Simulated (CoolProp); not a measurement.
Vapour-liquid equilibrium of acetone (1) + toluene (2) at 0.0801 MPa; x and y are mole fractions of (1).

Model: multi-fluid Helmholtz-energy mixture model, Lemmon 2006 and Lemmon 2006; pair parameters Bell 2016, in CoolProp.

Give the bubble temperature and the first vapour's composition at x = 0.05, 0.2, 0.95. Is there an azeotrope?

x = 0.05: 366.0 K, y = 0.284; x = 0.2: 349.3 K, y = 0.642; x = 0.95: 323.6 K, y = 0.986. No azeotrope shows between x = 0.05 and 0.95.

Pair parameters are fitted to limited data, so mixtures are less certain than the pure fluids.
